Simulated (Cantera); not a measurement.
A closed system holds: 1 mol CH₃SiCl₃, 140 mol H₂, equilibrated at 1975 K and 1000 Pa.

These are equilibrium values from Cantera (NASA tables, ideal gas, pure condensed phases), not measurements of a reactor. Candidate condensed phases: C, C₆H₆, C₇H₈, C₈H₁₈, Si, SiC; 109 gas species. The feed counts by its element totals alone. The tables' values for SiCl are old estimates; treat these amounts as uncertain. Rates play no part.

Problem. What is the equilibrium state?

Solution. x(H₂): 0.965
x(HCl): 0.0204
x(H): 0.0134
x(Si): 0.000279
x(Cl): 0.000212
x(C₂H₂ (acetylene)): 0.000209
x(SiCl₂): 9.20e-5
x(SiH): 1.98e-5
x(SiCl): 1.95e-5
n(SiC(s)): 0.937 mol
gas amount: 144.0 mol
log10 activity of C(graphite) (absent): -0.24
log10 activity of Si(l) (absent): -1.06
